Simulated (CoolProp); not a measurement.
CF4 (R14) along the isotherm 129.4 K: density (kg/m³) from the reference equation and from simpler models built on Tc = 227.4 K, pc = 37.62 bar, ω = 0.178; each cubic takes its own stable root.

Values from CoolProp's reference Helmholtz-energy equation of state, Platzer 1990. This equation is an older, rougher fit; its heat capacities, sound speeds and derivatives of the liquid may be far off and weren't checked against measurements.

```csv
p (bar),phase,reference
7.05,liquid,1686
14.1,liquid,1688
21.2,liquid,1690
28.2,liquid,1692
35.3,liquid,1694
42.3,liquid,1696
49.4,liquid,1698
56.4,liquid,1700
```

**Question.** How far does each simpler model (van der Waals, Redlich-Kwong, Soave-Redlich-Kwong, Peng-Robinson) lie from the reference over these 8 states: mean and median of the absolute difference, and the worst?

**Answer.** 
- van der Waals: mean 33.9 %, median 33.9 %, worst -34.5 % at 129.4 K and 7.05 bar
- Redlich-Kwong: mean 3.1 %, median 3.1 %, worst -3.3 % at 129.4 K and 7.05 bar
- Soave-Redlich-Kwong: mean 1.7 %, median 1.7 %, worst -1.8 % at 129.4 K and 7.05 bar
- Peng-Robinson: mean 10.7 %, median 10.7 %, worst +10.8 % at 129.4 K and 56.4 bar
